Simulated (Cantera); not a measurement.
An adiabatic, constant-volume homogeneous reactor starts with H2 : O2 : N2 = 1 : 0.877 : 3.3 (molar parts), at 1075 K and 17.8 atm. Integrator tolerance rtol = 1e-08.

Model: GRI-Mech 3.0 (53 species, 325 reactions), integrated in Cantera. The hydrogen kinetics of GRI-Mech 3.0 are dated; newer H2 mechanisms differ, most at raised pressure. The pressure lies above the range GRI-Mech 3.0 was tuned for (to about 10 atm).

Q: What does this change do: H2 1 to 2.3 parts?

A: 
```
quantity                                                            before                                      after
---------------------------------  ---------------------------------------  -----------------------------------------
time of steepest temperature rise                                  1.62 ms                                    1.10 ms
temperature at 0.500 s                                              2660 K                                     3173 K
equilibrium temperature                                             2660 K                                     3173 K
x(H2) at 0.500 s                   0.00153 (gas-phase equilibrium 0.00153)        0.103 (gas-phase equilibrium 0.103)
x(O2) at 0.500 s                     0.0698 (gas-phase equilibrium 0.0698)    0.00103 (gas-phase equilibrium 0.00103)
x(OH) at 0.500 s                     0.0100 (gas-phase equilibrium 0.0100)      0.0130 (gas-phase equilibrium 0.0130)
x(NO) at 0.500 s                     0.0163 (gas-phase equilibrium 0.0163)    0.00351 (gas-phase equilibrium 0.00351)
x(H2O2) at 0.500 s                 3.37e-6 (gas-phase equilibrium 3.37e-6)    1.41e-6 (gas-phase equilibrium 1.41e-6)
x(H2O) at 0.500 s                      0.206 (gas-phase equilibrium 0.206)        0.289 (gas-phase equilibrium 0.289)
x(O) at 0.500 s                    0.00127 (gas-phase equilibrium 0.00127)  0.000940 (gas-phase equilibrium 0.000940)
```
Above 3000 K some thermodynamic fits are extrapolated.
